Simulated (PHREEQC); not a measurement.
# City or well water

A made-up water analysis in mg/kgw, 25 °C, pH 7.13, pe 2.7: Na 4.61; K 0.152; Ca 16.2; Mg 11.8; Cl 15.1; S(6) as SO4 20.5; Alkalinity as HCO3 74.3; Zn 0.22; Sr 1.71.

Valence states are taken as typed.

The numbers come from PHREEQC with the ion-association model, phreeqc.dat.

No solid was allowed to form.

Question: Predict the specific conductance.

Answer: specific conductance 211 µS/cm.

Question: In which forms is Ca present?

Answer: Ca+2 97 %, CaSO4 2.0 %, CaHCO3+ 1.2 % of the Ca.
